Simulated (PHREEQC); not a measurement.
A column of 0.5 m (40 cells, dispersivity 0.025 m, 720 s a shift, diffusion coefficient 3e-10 m²/s) holds 0.028 eq of the database's cation exchanger X per kg of pore water, first in equilibrium with 1.6 mmol/kgw CdCl2, 12 mmol/kgw CaCl2 and 0.01 mmol/kgw HCl. It is flushed with 17 mmol/kgw KBr and 0.01 mmol/kgw HCl, at 25 °C. Values are for the last cell. CO2 from the air is kept out. Nothing may precipitate in this run.

Computed with PHREEQC (ion-association model, phreeqc.dat).

```
pore volumes  Br in solution (mol/kgw)  K in solution (mol/kgw)  Cl in solution (mol/kgw)  Cd in solution (mol/kgw)  Ca in solution (mol/kgw)
------------  ------------------------  -----------------------  ------------------------  ------------------------  ------------------------
0                                    0                        0                    0.0272                   0.00160                    0.0120
0.4125                         4.24e-5                  2.48e-7                    0.0271                   0.00160                    0.0120
0.8125                             [?]                 0.000431                    0.0190                   0.00136                    0.0105
1.212                           0.0133                  0.00300                   0.00597                  0.000861                   0.00726
1.613                           0.0162                      [?]                   0.00121                  0.000493                   0.00501
2.013                              [?]                  0.00928                  0.000207                  0.000280                   0.00362
2.413                           0.0170                      [?]                       [?]                  0.000164                   0.00271
2.812                           0.0170                   0.0126                   1.41e-5                  0.000100                   0.00211
3.212                           0.0170                   0.0135                   1.05e-5                   6.35e-5                   0.00169
3.612                           0.0170                   0.0141                   1.01e-5                   4.16e-5                   0.00139
4.013                           0.0170                   0.0146                   1.00e-5                       [?]                   0.00117
4.412                           0.0170                   0.0150                   1.00e-5                   1.91e-5                  0.000994
4.812                           0.0170                   0.0153                   1.00e-5                       [?]                  0.000858
5.213                           0.0170                      [?]                   1.00e-5                   9.42e-6                  0.000748
5.612                           0.0170                   0.0157                   1.00e-5                   6.73e-6                  0.000657
6.013                           0.0170                   0.0158                   1.00e-5                   4.85e-6                  0.000581
```

What belongs in the gaps?


- 0.8125, Br in solution (mol/kgw): 0.00516
- 1.613, K in solution (mol/kgw): 0.00645
- 2.013, Br in solution (mol/kgw): 0.0169
- 2.413, K in solution (mol/kgw): 0.0113
- 2.413, Cl in solution (mol/kgw): 3.91e-5
- 4.013, Cd in solution (mol/kgw): 2.79e-5
- 4.812, Cd in solution (mol/kgw): 1.33e-5
- 5.213, K in solution (mol/kgw): 0.0155
